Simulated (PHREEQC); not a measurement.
## Silver or lead bath: an equilibrium model

Dissolve 0.0013 mol Pb(NO3)2 and 0.091 mol KBr per kg of water at 25 °C. Closed to the air; pH follows from the charge balance.

All values are PHREEQC results (ion-association model, wateq4f.dat), not measurements.

No solid was allowed to form.

**Question.** Estimate the pH.

**Answer.** pH 5.74.

**Question.** In which forms is Pb present?

**Answer.** PbBr+ 65 %, Pb+2 32 %, PbBr2 1.7 % of the Pb.

Species that the database lacks are ignored.
